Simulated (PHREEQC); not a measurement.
PHREEQC input (ion-association model, wateq4f.dat):

```
SOLUTION_MASTER_SPECIES
  An  An-  0  An  62.0  # stands for a non-complexing anion
SOLUTION_SPECIES
  An- = An-
    -log_k 0
    -gamma 3.0 0
PHASES
  Fix_H+
    H+ = H+
    -log_k 0
SOLUTION 1
  temp 25
  units mmol/kgw
  pH 7 charge
  Cl 0.10814
  Ni 7e-05
  F 0.00018
  Na 100
  Sr 0.054
  An 100
END
SELECTED_OUTPUT 1
  -reset false
  -pH true
  -pe true
  -ionic_strength true
  -water true
  -totals Cl F Na Ni Sr
  -molalities Hfo_wOH Hfo_wOH2+ Hfo_wO- Hfo_sOH Hfo_sOH2+ Hfo_sO- Hfo_wF Hfo_wOHF- Hfo_sONi+ Hfo_wONi+
    Hfo_sOHSr+2 Hfo_wOSr+ Hfo_wOSrOH
  -saturation_indices SrF2 Ni(OH)2 Halite
USER_PUNCH 1
  -headings sigma psi
  10 PUNCH EDL("sigma", "Hfo"), EDL("psi", "Hfo")
PRINT
  -reset false
USE solution 1
SURFACE 1
  Hfo_wOH 2.47191e-05 600 0.011
  Hfo_sOH 6.17978e-07
EQUILIBRIUM_PHASES 1
  Fix_H+ -4 HAn 10
    -force_equality true
  O2(g) -0.68 10
END
# ... the last block is repeated for the other 16 points of pH, with NaOH or the acid as the point needs
```

Selected output (columns that matter, 10 of 17 rows; pH added in front):

```
pH	mu	F	Na	Ni	Sr	m_Hfo_wOH	m_Hfo_wOH2+	m_Hfo_wO-	m_Hfo_sOH	m_Hfo_sOH2+	si_Ni(OH)2	si_Halite	sigma	psi
4	0.10029	1.5845e-07	0.1	7e-08	5.4e-05	3.2874e-06	2.1399e-05	1.1569e-08	8.2255e-08	5.3543e-07	-10.387	-6.7715	0.32045	0.1465
5	0.10018	1.6721e-07	0.1	6.9988e-08	5.4e-05	1.0064e-05	1.4482e-05	1.6022e-07	2.5171e-07	3.6222e-07	-8.3872	-6.7714	0.21453	0.12612
6	0.10017	1.7586e-07	0.1	6.9335e-08	5.3999e-05	1.5863e-05	8.1436e-06	7.0791e-07	3.9587e-07	2.0322e-07	-6.3912	-6.7714	0.11141	0.093442
6.5	0.10017	1.7801e-07	0.1	6.5372e-08	5.3997e-05	1.749e-05	6.0731e-06	1.1539e-06	4.3208e-07	1.5003e-07	-5.4168	-6.7714	0.073827	0.073908
7.5	0.10016	1.7964e-07	0.1	1.5903e-08	5.3921e-05	1.8853e-05	3.6e-06	2.2617e-06	3.7347e-07	7.1318e-08	-4.0316	-6.7714	0.023029	0.030114
8.5	0.10017	1.7994e-07	0.10001	1.5052e-09	5.3465e-05	1.8696e-05	2.0619e-06	3.8838e-06	6.9232e-08	7.635e-09	-3.065	-6.7713	-0.010947	-0.014937
9.5	0.1002	1.7999e-07	0.10005	2.0579e-10	5.1427e-05	1.4908e-05	7.2146e-07	7.0573e-06	4.6887e-09	2.269e-10	-2.1184	-6.7712	-0.045392	-0.052932
10	0.10029	1.8e-07	0.10015	2.8205e-10	4.8394e-05	9.2738e-06	1.9338e-07	1.0188e-05	2.6949e-09	5.6195e-11	-1.5408	-6.7708	-0.055069	-0.06088
11	0.10147	1.8e-07	0.10134	1.1131e-08	4.4194e-05	1.4983e-06	3.6865e-09	1.395e-05	2.0171e-09	4.9632e-12	-0.1103	-6.7666	-0.061117	-0.065132
12	0.11341	1.8e-07	0.11329	6.7149e-08	4.1278e-05	1.3578e-07	3.4289e-11	1.2317e-05	1.7376e-09	4.3882e-13	-0.1142	-6.7265	-0.065606	-0.065801
```

Along this series the solution becomes supersaturated in solids that the run did not let form, among them Ni(OH)2.
